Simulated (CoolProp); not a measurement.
Properties of hydrogen sulfide along the isotherm 285.8 K (Tc = 373.1 K, pc = 8.999 MPa, ω = 0.101).

The numbers come from the reference Helmholtz-energy equation of state, Lemmon 2006 in CoolProp. It is a short technical equation, of lower accuracy than the large ones.

```
p (MPa)   phase  density (kg/m³)  cp (kJ/(kg K))  cv (kJ/(kg K))  viscosity (µPa s)
-------  ------  ---------------  --------------  --------------  -----------------
5.62     liquid            814.3           2.105           1.094                144
11.2     liquid            825.6           2.050           1.096                149
16.9     liquid            835.9           2.006           1.098                155
22.5     liquid            845.1           1.972           1.101                161
28.1     liquid            853.6           1.943           1.103                166
33.7     liquid            861.5           1.919           1.106                171
39.4     liquid            868.9           1.898           1.109                176
45       liquid            875.8           1.880           1.111                181
50.6     liquid            882.3           1.865           1.114                185
56.2     liquid            888.4           1.851           1.116                190
61.9     liquid            894.4           1.839           1.119                194
67.5     liquid            900.0           1.828           1.122                199
73.1     liquid            905.3           1.818           1.124                203
78.7     liquid            910.4           1.809           1.126                208
84.4     liquid            915.4           1.801           1.129                212
90       liquid            920.1           1.794           1.131                216
```

Viscosity comes from a separate model (Quiñones-Cisneros 2012).
